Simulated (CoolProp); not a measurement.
Vapour-liquid equilibrium of sulfur hexafluoride (1) + n-pentane (2) at 286.8 K; x and y are mole fractions of (1).

Model: multi-fluid Helmholtz-energy mixture model, Guder 2009 and Thol 2019; pair parameters Bell 2016, in CoolProp.

```json
[
 {"x": "0.05", "bubble pressure (MPa)": "0.3624", "y at the bubble point": "0.872", "dew pressure at overall composition x (MPa)": "0.04635", "liquid density (mol/L)": "8.847"},
 {"x": "0.125", "bubble pressure (MPa)": "0.7648", "y at the bubble point": "0.935", "dew pressure at overall composition x (MPa)": "0.05040", "liquid density (mol/L)": "8.968"},
 {"x": "0.2", "bubble pressure (MPa)": "1.063", "y at the bubble point": "0.950", "dew pressure at overall composition x (MPa)": "0.05520", "liquid density (mol/L)": "9.084"},
 {"x": "0.275", "bubble pressure (MPa)": "1.259", "y at the bubble point": "0.956", "dew pressure at overall composition x (MPa)": "0.06100", "liquid density (mol/L)": "9.193"},
 {"x": "0.35", "bubble pressure (MPa)": "1.368", "y at the bubble point": "0.959", "dew pressure at overall composition x (MPa)": "0.06814", "liquid density (mol/L)": "9.296"},
 {"x": "0.425", "bubble pressure (MPa)": "1.417", "y at the bubble point": "0.960", "dew pressure at overall composition x (MPa)": "0.07716", "liquid density (mol/L)": "9.390"},
 {"x": "0.5", "bubble pressure (MPa)": "1.433", "y at the bubble point": "0.961", "dew pressure at overall composition x (MPa)": "0.08891", "liquid density (mol/L)": "9.475"},
 {"x": "0.575", "bubble pressure (MPa)": "1.437", "y at the bubble point": "0.961", "dew pressure at overall composition x (MPa)": "0.1049", "liquid density (mol/L)": "9.551"},
 {"x": "0.65", "bubble pressure (MPa)": "1.447", "y at the bubble point": "0.961", "dew pressure at overall composition x (MPa)": "0.1278", "liquid density (mol/L)": "9.618"},
 {"x": "0.725", "bubble pressure (MPa)": "1.472", "y at the bubble point": "0.963", "dew pressure at overall composition x (MPa)": "0.1636", "liquid density (mol/L)": "9.678"},
 {"x": "0.8", "bubble pressure (MPa)": "1.519", "y at the bubble point": "0.966", "dew pressure at overall composition x (MPa)": "0.2274", "liquid density (mol/L)": "9.735"},
 {"x": "0.875", "bubble pressure (MPa)": "1.595", "y at the bubble point": "0.973", "dew pressure at overall composition x (MPa)": "0.3730", "liquid density (mol/L)": "9.794"},
 {"x": "0.95", "bubble pressure (MPa)": "1.703", "y at the bubble point": "0.986", "dew pressure at overall composition x (MPa)": "1.057", "liquid density (mol/L)": "9.868"}
]
```

No azeotrope shows between x = 0.05 and 0.95.

The pair parameters rest on a limited set of measurements; away from them the model extrapolates. With so large a gap from Raoult's law the liquid may split in two, which this calculation doesn't test in full.
